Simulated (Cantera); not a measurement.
A perfectly stirred reactor is fed with 35.5 % CH4, 64.0 % CO2, 0.462 % H2O, at 1.00 bar; it is held at 1550 K, and followed from long to short residence time.

Cantera simulation using GRI-Mech 3.0 (53 species, 325 reactions); the numbers are that mechanism's predictions, not measurements.

x: mole fraction; the columns are a selection and need not sum to one.

| τ (s) | x CH4 | x CO2 | x CH2CO | x C2H | x CH3 | x O |
|---|---|---|---|---|---|---|
| 1.1 | 0.0744 | 0.255 | ___ | 1.36e-8 | 0.000104 | 6.15e-12 |
| 0.38 | 0.128 | 0.361 | ___ | 1.24e-8 | 0.000162 | 5.39e-12 |
| 0.13 | 0.208 | 0.492 | ___ | 7.74e-9 | 0.000231 | 3.99e-12 |
| 0.043 | 0.281 | 0.585 | ___ | 3.63e-9 | 0.000299 | 2.53e-12 |
| 0.014 | 0.325 | 0.624 | ___ | 1.20e-9 | 0.000351 | 1.48e-12 |
| 0.0048 | 0.345 | 0.636 | ___ | 2.16e-10 | 0.000349 | <1e-12 |
| 0.0016 | 0.353 | 0.639 | ___ | 1.41e-11 | 0.000275 | <1e-12 |
| 0.00054 | 0.355 | 0.640 | 6.23e-11 | <1e-12 | 0.000189 | <1e-12 |

### Question
What belongs in the gaps?

### Answer

- 1.1, x CH2CO: 4.43e-5
- 0.38, x CH2CO: 3.79e-5
- 0.13, x CH2CO: 1.58e-5
- 0.043, x CH2CO: 3.75e-6
- 0.014, x CH2CO: 5.42e-7
- 0.0048, x CH2CO: 4.15e-8
- 0.0016, x CH2CO: 1.61e-9
